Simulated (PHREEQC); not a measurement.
Dissolve 0.0037 mol/kgw NH4HS, 0.0023 mol/kgw NaHCO3 and 0.00033 mol/kgw FeCl2 at 25 °C. Closed to the air; pH follows from the charge balance.

Model: ion-association model, phreeqc.dat, run in PHREEQC.

The ionic strength comes out as 0.00580 mol/kgw. What activity coefficients do Cl-, HCO3-, NH4+, CO3-2, Na+ get?

Cl- 0.92, HCO3- 0.92, NH4+ 0.92, CO3-2 0.73, Na+ 0.92.

This is a speciation only: nothing precipitates in the calculation. The solution is supersaturated, for example in Mackinawite, FeS(ppt), so a real one may precipitate; this is no full list.
